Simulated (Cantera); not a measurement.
## Adiabatic ignition

An adiabatic, constant-volume homogeneous reactor starts with CH4 : CO : O2 : N2 = 1 : 0.45 : 5.3 : 19.9 (molar parts), equivalence ratio 0.42, at 1650 K and 0.380 bar.

Computed with Cantera and GRI-Mech 3.0 (53 species, 325 reactions).

```tsv
t (s)	T (K)	P (bar)	x CH4	x CO	x O2	x H2O	x OH	x CH2O	x N2O
9.00e-6	1650	0.380	0.0375	0.0169	0.199	5.00e-7	1.67e-7	3.71e-8	3.51e-12
2.20e-5	1650	0.380	0.0375	0.0169	0.199	1.98e-6	2.33e-7	2.77e-7	1.34e-11
5.38e-5	1650	0.380	0.0375	0.0169	0.199	7.60e-6	3.98e-7	2.01e-6	5.85e-11
0.000131	1650	0.380	0.0374	0.0169	0.199	3.68e-5	9.80e-7	1.57e-5	2.70e-10
0.000321	1651	0.380	0.0370	0.0169	0.199	0.000325	5.43e-6	0.000169	1.39e-9
0.000785	2293	0.540	<1e-12	0.0159	0.111	0.0573	0.0162	6.84e-12	2.21e-7
0.00192	2534	0.587	<1e-12	0.00916	0.112	0.0646	0.0137	4.01e-12	5.48e-7
0.00469	2545	0.589	<1e-12	0.00844	0.111	0.0653	0.0131	3.79e-12	5.98e-7
0.0115	2537	0.587	<1e-12	0.00822	0.108	0.0656	0.0128	3.60e-12	6.25e-7
0.0280	2530	0.585	<1e-12	0.00803	0.106	0.0659	0.0124	3.44e-12	6.66e-7
0.0685	2528	0.585	<1e-12	0.00798	0.105	0.0659	0.0123	3.40e-12	6.79e-7
0.167	2528	0.585	<1e-12	0.00798	0.105	0.0659	0.0123	3.40e-12	6.79e-7
0.409	2528	0.585	<1e-12	0.00798	0.105	0.0659	0.0123	3.40e-12	6.79e-7
1.00	2528	0.585	<1e-12	0.00798	0.105	0.0659	0.0123	3.40e-12	6.79e-7
```
x: mole fraction; the columns are a selection and need not sum to one.

- time of steepest temperature rise = 0.628 ms
- temperature at 1.00 s = 2528 K
- equilibrium temperature = 2528 K
- x(CH4) at 1.00 s = <1e-12 (gas-phase equilibrium <1e-12)
- x(CO) at 1.00 s = 0.00798 (gas-phase equilibrium 0.00798)
- x(O2) at 1.00 s = 0.105 (gas-phase equilibrium 0.105)
